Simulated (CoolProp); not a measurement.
The numbers come from the reference Helmholtz-energy equation of state, Thol 2012 in CoolProp.

Question: Give the vapour pressure (kPa), vapour Z, liquid viscosity (µPa s) of saturated benzene at 363.3 K.

Answer: 
| T (K) | p (kPa) | vapour Z | liquid viscosity (µPa s) |
|---|---|---|---|
| 363.3 | 137 | 0.958 | 290 |

Viscosity comes from a separate model (Avgeri 2014).
